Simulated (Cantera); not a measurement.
# Transport properties of process gases

Gas mixture: N2 : CH3OH : C2H4 = 0.18 : 0.28 : 0.89 (molar parts), at 0.0592 atm, frozen composition.

Cantera's kinetic-theory transport with the Lennard-Jones parameters of GRI-Mech 3.0, ideal gas; thermal conductivity in the multicomponent form. Polar gases are described roughly by these parameters. The composition is frozen, though it would react at the higher temperatures.

```tsv
T (K)	ρ (kg/m³)	cp (J/kg/K)	μ (µPa s)	λ (mW/m/K)	Pr	D (cm²/s) H2O	D (cm²/s) NH3	D (cm²/s) N2
400	0.0521	1706	14.2	32.3	0.749	4.99	4.82	4.57
550	0.0379	2119	18.9	53.1	0.752	9.32	8.95	8.09
700	0.0298	2458	23.1	75.3	0.754	14.8	14.1	12.3
850	0.0245	2711	26.9	96.8	0.755	21.2	20.2	17.2
1000	0.0208	2944	30.5	119	0.755	28.5	27.0	22.7
1150	0.0181	3122	33.8	140	0.755	36.6	34.7	28.8
1300	0.0160	3271	36.9	160	0.755	45.4	43.0	35.4
```
D: mixture-averaged diffusion coefficient of that species in the mixture.
